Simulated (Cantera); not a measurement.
Cantera with NASA thermochemical tables; ideal gases at 1 bar, condensed phases pure. Values are per mole of reaction as written; species without (g) are pure solids or liquids, kept so even where they would boil at 1 bar.

Q: Between 1623 and 2123 K, where is each reaction favourable under standard conditions?
- Ta₂O₅ + 5 H₂O(g) = 10 OH(g) + 2 Ta

A: 
- Ta₂O₅ + 5 H₂O(g) = 10 OH(g) + 2 Ta: ΔG° is 2285 kJ at 1623 K and 1878 kJ at 2123 K; it stays positive (K < 1). ΔH° is 3482 kJ and ΔS° 755 J/K at 2123 K.
